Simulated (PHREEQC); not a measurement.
A solution holds 0.13 mol/kgw NiCl2, at 39 °C. Closed to the air; pH follows from the charge balance.

Model: ion-association model, wateq4f.dat, run in PHREEQC.

```json
[
 {"quantity": "pH", "before": "5.47", "after": "5.49"},
 {"quantity": "NiCl+ (mol/kgw)", "before": "0.0160", "after": "0.0135"},
 {"quantity": "NiCl2 (mol/kgw)", "before": "0.00601", "after": "0.00472"}
]
```

Question: Which change was made?
A) temperature from 39 to 30 °C
B) temperature from 39 to 10 °C
C) 0.22 mol/kgw K2CO3 added
D) NiCl2 from 0.13 to 0.117 mol/kgw

Answer: D, NiCl2 from 0.13 to 0.117 mol/kgw

This is a speciation only: nothing precipitates in the calculation. In wateq4f.dat the enthalpy of Ni(OH)2 has the wrong sign, so its saturation index can't be trusted away from 25 °C. Constants without temperature data keep their 25 °C values here.
